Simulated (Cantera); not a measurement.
A perfectly stirred reactor is fed with 19.0 % H2, 17.2 % O2, 63.8 % N2, equivalence ratio 0.55, at 0.220 bar; it is held at 1223 K, and followed from long to short residence time.

Computed with Cantera and GRI-Mech 3.0 (53 species, 325 reactions). The temperature is held fixed by assumption; the heat of reaction is taken as removed at once.

Q: Predict: x(H2) at τ = 8.50 s; x(O2) at τ = 8.50 s; x(H2O) at τ = 8.50 s; x(NO2) at τ = 8.50 s; x(HO2) at τ = 8.50 s; x(H2) at τ = 83.0 ms; x(O2) at τ = 83.0 ms; x(H2O) at τ = 83.0 ms; x(HO2) at τ = 83.0 ms.

A: 
| Item | Result |
|---|---|
| x(H2) at τ = 8.50 s | 5.14e-5 |
| x(O2) at τ = 8.50 s | 0.0857 |
| x(H2O) at τ = 8.50 s | 0.209 |
| x(NO2) at τ = 8.50 s | 4.43e-9 |
| x(HO2) at τ = 8.50 s | 1.36e-6 |
| x(H2) at τ = 83.0 ms | 0.00109 |
| x(O2) at τ = 83.0 ms | 0.0858 |
| x(H2O) at τ = 83.0 ms | 0.208 |
| x(HO2) at τ = 83.0 ms | 1.22e-5 |
